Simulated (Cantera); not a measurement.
**Moist CO burnout**

An isothermal, constant-pressure homogeneous reactor starts with CO : O₂ : H₂O : N₂ = 0.0013 : 0.079 : 0.066 : 1 (molar parts), equivalence ratio 0.0082, at 975 K and 1.09 atm.

Computed with Cantera and GRI-Mech 3.0 (53 species, 325 reactions).

| t (s) | x CO | x O₂ | x H₂O | x O | x NO | x CO₂ |
|---|---|---|---|---|---|---|
| 2.00e-5 | 0.00113 | 0.0689 | 0.0576 | 1.01e-12 | <1e-12 | 1.03e-12 |
| 5.70e-5 | 0.00113 | 0.0689 | 0.0576 | 2.77e-12 | <1e-12 | 2.95e-12 |
| 0.000162 | 0.00113 | 0.0689 | 0.0576 | 7.27e-12 | <1e-12 | 8.77e-12 |
| 0.000462 | 0.00113 | 0.0689 | 0.0576 | 1.73e-11 | <1e-12 | 3.08e-11 |
| 0.00132 | 0.00113 | 0.0689 | 0.0576 | 3.72e-11 | <1e-12 | 1.54e-10 |
| 0.00375 | 0.00113 | 0.0689 | 0.0576 | 7.03e-11 | <1e-12 | 9.01e-10 |
| 0.0107 | 0.00113 | 0.0689 | 0.0576 | 1.07e-10 | <1e-12 | 4.67e-9 |
| 0.0304 | 0.00113 | 0.0689 | 0.0576 | 1.93e-10 | <1e-12 | 2.42e-8 |
| 0.0866 | 0.00113 | 0.0689 | 0.0576 | 1.03e-9 | <1e-12 | 2.48e-7 |
| 0.247 | 0.00111 | 0.0689 | 0.0576 | 3.29e-8 | <1e-12 | 2.11e-5 |
| 0.702 | 0.000950 | 0.0688 | 0.0576 | 3.32e-8 | <1e-12 | 0.000185 |
| 2.00 | 0.000638 | 0.0687 | 0.0576 | 1.95e-8 | <1e-12 | 0.000496 |
x: mole fraction; the columns are a selection and need not sum to one.

Equilibrium at this temperature and pressure: CO <1e-12, O₂ 0.0684, H₂O 0.0576, O 1.81e-11, NO 1.43e-5, CO₂ 0.00113 (gas phase only).
